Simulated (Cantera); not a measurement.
Ignition delay

Mixture: 18.9 % H2, 13.1 % O2, 68.1 % N2, equivalence ratio 0.72, at 390 Torr, adiabatic and at constant pressure. Ignition delay is the time to a rise of 400 K.

Cantera simulation using GRI-Mech 3.0 (53 species, 325 reactions); the numbers are that mechanism's predictions, not measurements. Where the delays flatten at high temperature, the 400 K rule measures the pace of heat release, not the induction time.

```json
[
 {"T0 (K)": "1100", "delay (ms)": "0.206"},
 {"T0 (K)": "1175", "delay (ms)": "0.141"},
 {"T0 (K)": "1250", "delay (ms)": "0.108"},
 {"T0 (K)": "1325", "delay (ms)": "0.0917"},
 {"T0 (K)": "1400", "delay (ms)": "0.0840"}
]
```
